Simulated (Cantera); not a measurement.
A closed system holds: 1 mol BN, 16 mol F2, 2 mol H2, 15 mol NF3, held at 1448 K and 0.140 bar.

Method: chemical equilibrium by Gibbs-energy minimisation in Cantera with the NASA 1993 tables (ideal gas, pure condensed phases). Candidate condensed phases: B, BN; 31 gas species. Equilibrium is a limit: real reactors are often held back by kinetics, nucleation or transport.

**Question.** What is the equilibrium state?

**Answer.** 
```json
{
 "x(F)": "0.820",
 "x(N2)": "0.0984",
 "x(HF)": "0.0492",
 "x(F2)": "0.0205",
 "x(BF3)": "0.0123",
 "gas_amount": "81.34 mol",
 "log10 activity of B(s) (absent)": "-36.74"
}
```
